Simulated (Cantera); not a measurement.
Feed: 1 mol SiH2Cl2, 0.76 mol C2H4, 250 mol H2, at 1677 °C and 13.3 mbar.

Method: chemical equilibrium by Gibbs-energy minimisation in Cantera with the NASA 1993 tables (ideal gas, pure condensed phases). Candidate condensed phases: C, C6H6, C7H8, C8H18, Si, SiC; 109 gas species. Equilibrium is a limit: real reactors are often held back by kinetics, nucleation or transport.

Base state: H2 0.982, H 0.00984, HCl 0.00777, C2H2 (acetylene) 0.000537, Si 8.10e-5, Cl 5.84e-5 (mole fractions); condensed: C(graphite) + SiC(s).

Q: What changes in the equilibrium state with this change: SiH2Cl2 replaced by CH3SiCl3?

A: 
| species | before | after |
|---|---|---|
| H2 | 0.982 | 0.978 |
| HCl | 0.00777 | 0.0116 |
| H | 0.00984 | 0.00982 |
| Cl | 5.84e-5 | 8.73e-5 |
| Si | 8.10e-5 | 8.10e-5 |
| SiCl2 | 7.10e-6 | 1.59e-5 |
| C2H2 (acetylene) | 0.000537 | 0.000534 |
| C(graphite), mol | 0.270 | 1.27 |
| SiC(s), mol | 0.973 | 0.970 |
The feed counts by its element totals alone.
